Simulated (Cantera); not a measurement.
A Cantera script and its output.

```python
import numpy as np
import cantera as ct

gas = ct.Solution("gri30.yaml")


def delay(T, t_max=10):
    gas.TPX = T, 100000, {'CO': 1, 'H2': 0.045, 'CH4': 0.34, 'O2': 1.43, 'N2': 5.3}
    reactor = ct.IdealGasConstPressureReactor(gas, clone=False)
    net = ct.ReactorNet([reactor])
    net.rtol, net.atol = 1e-8, 1e-16
    while net.time < t_max:
        t_old, T_old = net.time, reactor.T
        net.step()
        if reactor.T > T + 400:  # ignition: a rise of 400 K
            return t_old + (T + 400 - T_old) / (reactor.T - T_old) * (net.time - t_old)
    return np.nan


taus = []
for T in [975, 1050, 1125, 1200, 1275, 1350, 1425, 1500, 1575, 1650]:
    taus.append(delay(T))
    print(f"T0 = {T:6g} K   tau = {taus[-1]:.4e} s")
```

Result:

```
T0 =    975 K   tau = 6.6962e-02 s
T0 =   1050 K   tau = 3.5706e-02 s
T0 =   1125 K   tau = 1.6685e-02 s
T0 =   1200 K   tau = 7.3072e-03 s
T0 =   1275 K   tau = 3.2444e-03 s
T0 =   1350 K   tau = 1.5324e-03 s
T0 =   1425 K   tau = 7.9048e-04 s
T0 =   1500 K   tau = 4.4633e-04 s
T0 =   1575 K   tau = 2.7128e-04 s
T0 =   1650 K   tau = 1.7387e-04 s
```

Cantera simulation using GRI-Mech 3.0 (53 species, 325 reactions); the numbers are that mechanism's predictions, not measurements. Below about 1000 K GRI-Mech 3.0 lacks low-temperature oxidation paths.
